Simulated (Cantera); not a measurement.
Ammonia decomposition in nitride growth gas

An isothermal, constant-pressure homogeneous reactor starts with 87.7 % NH3, 12.3 % H2, at 1600 K and 1.10 bar.

Model: the gas-phase N/H chemistry of the illustrative SiF4/NH3 mechanism in the Surface Chemkin manual (1991), integrated in Cantera. Walls and surfaces, which speed up NH3 decomposition in real reactors, are not modelled.

| t (s) | x NH3 | x H2 | x H | x NH | x NH2 |
|---|---|---|---|---|---|
| 0.000400 | 0.877 | 0.123 | 1.86e-6 | 3.36e-8 | 3.15e-5 |
| 0.00118 | 0.877 | 0.123 | 4.33e-6 | 1.76e-7 | 7.33e-5 |
| 0.00348 | 0.877 | 0.123 | 5.31e-6 | 2.59e-7 | 8.98e-5 |
| 0.0103 | 0.875 | 0.124 | 5.36e-6 | 2.60e-7 | 8.98e-5 |
| 0.0303 | 0.872 | 0.127 | 5.47e-6 | 2.60e-7 | 8.96e-5 |
| 0.0894 | 0.862 | 0.134 | 5.80e-6 | 2.60e-7 | 8.87e-5 |
| 0.264 | 0.834 | 0.154 | 6.73e-6 | 2.58e-7 | 8.64e-5 |
| 0.779 | 0.761 | 0.208 | 9.23e-6 | 2.49e-7 | 8.03e-5 |
| 2.30 | 0.603 | 0.324 | 1.50e-5 | 2.22e-7 | 6.65e-5 |
| 6.78 | 0.372 | 0.493 | 2.47e-5 | 1.63e-7 | 4.43e-5 |
| 20.0 | 0.172 | 0.640 | 3.48e-5 | 8.96e-8 | 2.23e-5 |
x: mole fraction; the columns are a selection and need not sum to one.

Equilibrium at this temperature and pressure: NH3 1.64e-5, H2 0.766, H 4.57e-5, NH 1.03e-11, NH2 2.33e-9 (gas phase only).
